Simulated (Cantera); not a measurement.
What does this Cantera script print?

```python
import numpy as np
import cantera as ct

gas_names = [...]  # 109 gases of nasa_gas.yaml made of C, Cl, H, Si
cond_names = """
    C(gr) C6H6(L) C7H8(L) C8H18(L),n-octa Si(cr) Si(L) SiC(b)
""".split()


# ... load() reads the species with a 1 bar reference pressure and builds the phases ...
atoms = {
    'CH3SiH3': {'C': 1, 'H': 6, 'Si': 1},
    'HCl': {'H': 1, 'CL': 1},
    'H2': {'H': 2},
}
top_T = {'C(gr)': 4500, 'SiC(b)': 3050}  # K; cautious upper limits of use, not melting points


# ... equilibrate(T, P, feed) seeds the gas with the atoms and calls Mixture.equilibrate('TP', solver="vcs", rtol=1e-11, max_steps=5000) ...
results = []
feed = {'CH3SiH3': 1, 'HCl': 0.042, 'H2': 47}  # mol
P = 3200  # Pa
for T in [1675, 1725, 1775, 1825, 1875, 1925, 1975, 2025, 2075, 2125, 2175]:
    mix = equilibrate(T, P, feed)
    results.append((T, P, feed, dict(zip(mix.species_names, mix.species_moles))))

top = {s: max(r[3][s] / sum(r[3][g] for g in gas_names) for r in results) for s in gas_names}
cols = sorted((s for s in top if top[s] > 0.001), key=lambda s: -top[s])[:8]
seen = [c for c in cond_names if any(r[3].get(c, 0) > 1e-12 for r in results)]
print("log10 of partial pressures in bar; condensed amounts in mol")
print(f"{'T/K':>10s}" + "".join(f"{s[:9]:>10s}" for s in cols + seen))
for T, P, feed, n in results:
    ng = sum(n[g] for g in gas_names)
    print(f"{T:10.4g}" + "".join(f"{np.log10(max(n[s] / ng * P / 1e5, 1e-99)):10.3f}" for s in cols)
          + "".join(f"{n.get(c, 0):10.4g}" for c in seen))
```

Result:

```
log10 of partial pressures in bar; condensed amounts in mol
       T/K        H2         H        Si    SiC(b)
      1675    -1.496    -4.683    -7.202    0.9998
      1725    -1.496    -4.479    -6.893    0.9996
      1775    -1.496    -4.286    -6.574    0.9993
      1825    -1.496    -4.104    -6.253    0.9987
      1875    -1.497    -3.932    -5.939    0.9975
      1925    -1.498    -3.768    -5.638    0.9952
      1975    -1.499    -3.613    -5.350     0.991
      2025    -1.500    -3.466    -5.076    0.9834
      2075    -1.502    -3.326    -4.816      0.97
      2125    -1.505    -3.192    -4.568    0.9467
      2175    -1.508    -3.066    -4.332    0.9071
```

Method: chemical equilibrium by Gibbs-energy minimisation in Cantera with the NASA 1993 tables (ideal gas, pure condensed phases). The feed counts by its element totals alone. Gases not in the tables: Si2H6 and higher silanes.
